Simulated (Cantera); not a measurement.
An adiabatic, constant-pressure homogeneous reactor starts with H2 : O2 : N2 = 1 : 0.5 : 2.25 (molar parts), equivalence ratio 1.0, at 1050 K and 3.80 bar. Integrator tolerance rtol = 1e-08.

Model: the H2/O2 subset of GRI-Mech 3.0, which has no nitrogen chemistry, integrated in Cantera. The hydrogen kinetics of GRI-Mech 3.0 are dated; newer H2 mechanisms differ, most at raised pressure.

Question: What does this change do: initial temperature 1050 to 1800 K?

Answer: 
| quantity | before | after |
|---|---|---|
| time of steepest temperature rise | 2.20 ms | 1.75 µs |
| temperature at 0.400 s | 2704 K | 3021 K |
| equilibrium temperature | 2704 K | 3021 K |
| x(H2) at 0.400 s | 0.0228 (gas-phase equilibrium 0.0228) | 0.0448 (gas-phase equilibrium 0.0448) |
| x(O2) at 0.400 s | 0.00824 (gas-phase equilibrium 0.00824) | 0.0154 (gas-phase equilibrium 0.0154) |
| x(OH) at 0.400 s | 0.0137 (gas-phase equilibrium 0.0137) | 0.0310 (gas-phase equilibrium 0.0310) |
| x(H2O) at 0.400 s | 0.270 (gas-phase equilibrium 0.270) | 0.224 (gas-phase equilibrium 0.224) |
| x(H) at 0.400 s | 0.00451 (gas-phase equilibrium 0.00451) | 0.0184 (gas-phase equilibrium 0.0184) |
Above 3000 K some thermodynamic fits are extrapolated.

Question: What does this change do: constant volume in place of constant pressure?

Answer: 
```json
[
 {"quantity": "time of steepest temperature rise", "before": "2.20 ms", "after": "2.13 ms"},
 {"quantity": "temperature at 0.400 s", "before": "2704 K", "after": "2948 K"},
 {"quantity": "equilibrium temperature", "before": "2704 K", "after": "2948 K"},
 {"quantity": "x(H2) at 0.400 s", "before": "0.0228 (gas-phase equilibrium 0.0228)", "after": "0.0305 (gas-phase equilibrium 0.0305)"},
 {"quantity": "x(O2) at 0.400 s", "before": "0.00824 (gas-phase equilibrium 0.00824)", "after": "0.0105 (gas-phase equilibrium 0.0105)"},
 {"quantity": "x(OH) at 0.400 s", "before": "0.0137 (gas-phase equilibrium 0.0137)", "after": "0.0204 (gas-phase equilibrium 0.0204)"},
 {"quantity": "x(H2O) at 0.400 s", "before": "0.270 (gas-phase equilibrium 0.270)", "after": "0.255 (gas-phase equilibrium 0.255)"},
 {"quantity": "x(H) at 0.400 s", "before": "0.00451 (gas-phase equilibrium 0.00451)", "after": "0.00765 (gas-phase equilibrium 0.00765)"}
]
```
